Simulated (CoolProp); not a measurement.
Vapour-liquid equilibrium of R22 (1) + R123 (2) at 250 K; x and y are mole fractions of (1).

Values from CoolProp's multi-fluid Helmholtz-energy mixture model, Kamei 1995 and Younglove 1994; pair parameters Bell 2016.

```
x     bubble pressure (MPa)  y at the bubble point  dew pressure at overall composition x (MPa)  liquid density (mol/L)
----  ---------------------  ---------------------  -------------------------------------------  ----------------------
0.05                0.01978                  0.513                                      0.01057                   10.53
0.2                 0.05143                  0.840                                      0.01245                   11.15
0.35                0.08428                  0.919                                      0.01514                   11.83
0.5                  0.1162                  0.954                                      0.01930                   12.57
0.65                 0.1465                  0.973                                      0.02662                   13.39
0.8                  0.1759                  0.986                                      0.04295                   14.30
0.95                 0.2062                  0.997                                       0.1116                   15.32
```

No azeotrope shows between x = 0.05 and 0.95.

Pair parameters are fitted to limited data, so mixtures are less certain than the pure fluids. The gap from Raoult's law changes sign with composition, which may be real or a fault of the pair parameters; it wasn't checked against measurements.
